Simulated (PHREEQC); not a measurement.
Solution (68 °C): 0.0051 mol/kgw HF and 0.024 mol/kgw NaF. Closed to the air; pH follows from the charge balance.

Model: ion-association model, wateq4f.dat, run in PHREEQC.

```csv
quantity,before,after
pH,4.18,5.18
ionic strength (mol/kgw),0.0238,0.0238
F- (mol/kgw),0.0234,0.0237
NaF (mol/kgw),0.000229,0.000233
```

Q: Name the change that produced these shifts.
(A) HF from 0.0051 to 0.00051 mol/kgw
(B) NaF from 0.024 to 0.24 mol/kgw
(C) NaF from 0.024 to 0.0216 mol/kgw
(D) diluted 10-fold with water
(E) HF from 0.0051 to 0.00561 mol/kgw

A: A, HF from 0.0051 to 0.00051 mol/kgw

No solid was allowed to form. At this temperature some constants are extrapolated from 25 °C, and those without enthalpy data are left unchanged.
